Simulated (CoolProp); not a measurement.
The fluid at 298.15 K and 7.85 MPa flows at 23 m/s in a round tube of 1 mm bore and 0.25 µm roughness, fully developed (64/Re and Nu = 3.66 if laminar; Colebrook and Gnielinski if turbulent). The same conditions are run with several fluids, on thermodynamics alone (safety and materials aside).

Model: reference Helmholtz-energy equation of state of each fluid (ethylbenzene: Zhou 2012; R22: Kamei 1995; methanol: de Reuck 1993; n-pentane: Thol 2019; R124: de Vries 1995), in CoolProp.

| fluid | Reynolds number | Darcy friction factor | pressure drop (Pa/m) | heat-transfer coefficient (W/(m² K)) | mass flow (kg/h) |
|---|---|---|---|---|---|
| ethylbenzene | ? | 0.0240 | 5520000 | 31000 | 56.5 |
| R22 | 196000 | ? | 5670000 | 55200 | ? |
| methanol | 32100 | 0.0238 | 5000000 | 46600 | ? |
| n-pentane | ? | 0.0203 | 3390000 | 42600 | 41.0 |
| R124 | 112000 | ? | 6950000 | 41200 | 90.4 |

Problem. Some entries are withheld; supply them.

Solution. 
- ethylbenzene, Reynolds number: 30600
- R22, Darcy friction factor: 0.0175
- R22, mass flow (kg/h): 79.8
- methanol, mass flow (kg/h): 51.6
- n-pentane, Reynolds number: 72500
- R124, Darcy friction factor: 0.0189

Transport values come from each fluid's own correlations; those of ethylbenzene, R22, n-pentane, R124 are estimates that may be off by 10 % or more.
